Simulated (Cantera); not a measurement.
## Ignition delay

Mixture: 16.8 % H₂, 17.4 % O₂, 65.8 % N₂, at 2.57 atm, adiabatic and at constant volume. Ignition delay is the time to a rise of 400 K.

Cantera simulation using the H2/O2 subset of GRI-Mech 3.0, which has no nitrogen chemistry; the numbers are that mechanism's predictions, not measurements. The hydrogen kinetics of GRI-Mech 3.0 are dated; newer H2 mechanisms differ, most at raised pressure. Where the delays flatten at high temperature, the 400 K rule measures the pace of heat release, not the induction time.

```json
[
 {"T0 (K)": "1248", "delay (ms)": "0.0157"},
 {"T0 (K)": "1323", "delay (ms)": "0.0109"},
 {"T0 (K)": "1398", "delay (ms)": "0.00822"},
 {"T0 (K)": "1473", "delay (ms)": "0.00660"},
 {"T0 (K)": "1548", "delay (ms)": "0.00558"},
 {"T0 (K)": "1623", "delay (ms)": "0.00495"},
 {"T0 (K)": "1698", "delay (ms)": "0.00458"},
 {"T0 (K)": "1773", "delay (ms)": "0.00441"},
 {"T0 (K)": "1848", "delay (ms)": "0.00438"},
 {"T0 (K)": "1923", "delay (ms)": "0.00448"}
]
```
